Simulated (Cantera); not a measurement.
Ignition delay

Mixture: C2H4 : O2 : N2 : H2O = 1 : 3.8 : 26.2 : 4.4 (molar parts), equivalence ratio 0.79, at 25.0 bar, adiabatic and at constant pressure. Ignition delay is the time to a rise of 400 K.

Computed with Cantera and GRI-Mech 3.0 (53 species, 325 reactions). GRI-Mech 3.0 was tuned for natural gas; its chemistry of ethylene as a main component is partial and can be far from experiment. The pressure lies above the range GRI-Mech 3.0 was tuned for (to about 10 atm).

```csv
T0 (K),delay (ms)
1125,1.45
1175,0.679
1225,0.309
1275,0.141
1325,0.0665
1375,0.0326
1425,0.0169
1475,0.00939
```

| Quantity | Value |
|---|---|
| apparent activation energy between 1375 and 1475 K | 210 kJ/mol |
